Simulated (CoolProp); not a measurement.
Vapour-liquid equilibrium of propane (1) + toluene (2) at 0.141 MPa; x and y are mole fractions of (1).

Model: multi-fluid Helmholtz-energy mixture model, Lemmon 2009 and Lemmon 2006; pair parameters Bell 2016, in CoolProp.

```tsv
x	bubble temperature, mixture model (K)	bubble temperature, Raoult's law (K)	y, mixture model	y, Raoult's law
0.05	322.9	338.9	0.913	0.844
0.125	282.4	303.7	0.989	0.969
0.2	266.8	286.4	0.996	0.989
0.275	258.6	275.5	0.998	0.995
0.35	253.7	267.8	0.999	0.997
0.425	250.6	261.9	0.999	0.998
0.5	248.4	257.2	0.999	0.999
0.575	246.8	253.2	0.999	0.999
0.65	245.4	249.9	0.999	1.000
0.725	244.2	247.0	1.000	1.000
0.8	243.0	244.4	1.000	1.000
0.875	241.6	242.1	1.000	1.000
0.95	240.0	240.1	1.000	1.000
```

The largest gap from Raoult's law is -21.3 K in bubble temperature, at x = 0.125. No azeotrope shows between x = 0.05 and 0.95.

Pair parameters are fitted to limited data, so mixtures are less certain than the pure fluids. With so large a gap from Raoult's law the liquid may split in two, which this calculation doesn't test in full.
